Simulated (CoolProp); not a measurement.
A simple Rankine cycle with water: condensing at 309.15 K, boiler at 3.11 MPa, turbine inlet 524 K, turbine efficiency 0.7, pump efficiency 0.7, no recuperator. Each further row changes one setting.

Computed with CoolProp (reference Helmholtz-energy equation of state, Wagner 2002).

```tsv
case	thermal efficiency (%)	net work (kJ/kg)	heat in (kJ/kg)	turbine exit temperature (K)	volume ratio over the turbine
as stated	23.8	643	2700	309.2	300
turbine inlet 544 K	24.0	660	2760	309.2	288
condensing temperature 301.15 K	24.7	676	2730	301.2	456
boiler pressure 2.18 MPa	22.8	625	2740	309.2	206
turbine efficiency 0.6	20.4	551	2700	309.2	313
```

The expansion ends wet for: as stated; turbine inlet 544 K; condensing temperature 301.15 K; boiler pressure 2.18 MPa; turbine efficiency 0.6.
